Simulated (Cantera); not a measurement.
**Equilibrium for abatement and gas-phase synthesis: CO₂ + H₂**

Input: 1 mol CO₂, 0.074 mol H₂, at 3523 K and 75.0 Torr.

Cantera equilibrium calculation (NASA polynomials, part measured and part estimated; ideal gas, pure solids and liquids). Candidate condensed phases: C, C₆H₆, C₇H₈, C₈H₁₈, H₂O; 110 gas species. The numbers say what is thermodynamically allowed, not how fast it happens.

- x(CO): 0.484
- x(O): 0.372
- x(H): 0.0618
- x(O₂): 0.0507
- x(CO₂): 0.0206
- x(OH): 0.0102
- x(H₂): 0.000986
- x(H₂O): 0.000349
- x(HO₂): 1.09e-6
- gas amount: 1.983 mol
- log10 activity of C(graphite) (absent): -6.24
